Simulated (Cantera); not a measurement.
## FeS₂ + H₂S + N₂ + SO₃ (roasting and sulfation)

Feed: 1 mol FeS₂, 0.75 mol H₂S, 2.5 mol N₂, 0.31 mol SO₃, equilibrated at 1 atm.

Equilibrium computed with Cantera from the NASA thermochemical tables; the gas is ideal and each condensed phase is pure. Candidate condensed phases: Fe, FeO, Fe(OH)₂, Fe(OH)₃, FeS, FeSO₄, FeS₂, Fe₂O₃, Fe₂(SO₄)₃, Fe₃O₄, H₂O, H₂SO₄, S; 38 gas species. FeS: taken at fixed stoichiometry. Gases not in the tables: S₃ to S₇. Kinetics and transport are ignored.

```csv
T (K),x N₂,x S₂,x H₂O,x H₂S,x SO₂,x H₂,n FeS₂(s),n FeS(s),n FeS(l)
925,0.663,0.0868,0.145,0.0533,0.0497,0.000551,1.00,0,0
1000,0.587,0.184,0.116,0.0596,0.0496,0.00102,0,1.00,0
1075,0.586,0.188,0.120,0.0535,0.0470,0.00192,0,1.00,0
1150,0.585,0.191,0.124,0.0483,0.0452,0.00332,0,1.00,0
1225,0.584,0.193,0.126,0.0437,0.0439,0.00533,0,1.00,0
1300,0.583,0.195,0.127,0.0396,0.0431,0.00801,0,1.00,0
1375,0.582,0.197,0.127,0.0358,0.0428,0.0114,0,1.00,0
1450,0.581,0.198,0.126,0.0323,0.0430,0.0154,0,1.000,0
1525,0.579,0.198,0.124,0.0290,0.0435,0.0201,0,0,1.000
1600,0.578,0.198,0.121,0.0260,0.0442,0.0252,0,0,1.000
1675,0.577,0.197,0.118,0.0233,0.0451,0.0306,0,0,1.000
1750,0.575,0.196,0.114,0.0208,0.0461,0.0363,0,0,1.000
1825,0.574,0.195,0.109,0.0186,0.0470,0.0420,0,0,1.000
1900,0.572,0.193,0.104,0.0166,0.0478,0.0477,0,0,1.000
```
x: gas mole fraction; n: condensed amount in mol.

At 925 K the condensed part is FeS₂(s). From 1000 K to 1450 K the condensed part is FeS(s). From 1525 K to 1900 K the condensed part is FeS(l).
